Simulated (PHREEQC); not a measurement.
2.8 g of hydrous ferric oxide (600 m²/g; 0.2 weak and 0.005 strong sites per Fe, Dzombak-Morel constants, diffuse double layer) in 1 kg of water with 0.001 mol/kgw of an inert sodium salt and 0.0003 mol H3BO3, at 25 °C; the pH is set by adding NaOH or the inert anion's acid. Oxygen is held at 0.21 atm. CO2 from the air is kept out. No solid was allowed to form.

The numbers come from PHREEQC with the ion-association model, wateq4f.dat.

```tsv
pH	B sorbed (%)	surface charge σ (C/m²)	surface potential ψ (mV)
4	1.5	0.148	203
4.5	1.7	0.095	186
5	1.9	0.059	167
6	2.0	___	119
6.5	2.0	0.011	92
7	2.0	0.006	64
7.5	1.9	___	35
8	1.9	0.000	6
9	1.2	-0.005	-51
9.5	0.7	-0.010	___
10	0.3	-0.018	-106
```

Complete the blanks.


- 6, surface charge σ (C/m²): 0.020
- 7.5, surface charge σ (C/m²): 0.003
- 9.5, surface potential ψ (mV): -79
